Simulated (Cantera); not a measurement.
Input: 1 mol SiO2, 0.3 mol CH4, 1.9 mol H2, 5.5 mol C, at 1848.15 K and 75.0 Torr.

Method: chemical equilibrium by Gibbs-energy minimisation in Cantera with the NASA 1993 tables (ideal gas, pure condensed phases). Equilibrium is a limit: real reactors are often held back by kinetics, nucleation or transport.

```csv
species,before,after
H2,0.554,0.555
CO,0.441,0.442
SiO,0.00281,0.00211
H,0.00125,0.000538
C2H2 (acetylene),0.000143,6.27e-5
CH4,2.02e-5,2.83e-5
"C(graphite), mol",2.82,2.82
"SiC(s), mol",0.987,0.991
```
Gas species are given as mole fractions.

### Question
Which change was made?
A. temperature from 1848.15 K to 1000 K
B. temperature from 1848.15 K to 1500 K
C. pressure from 75.0 Torr to 6230 Torr
D. temperature from 1848.15 K to 1748 K

### Answer
D, temperature from 1848.15 K to 1748 K
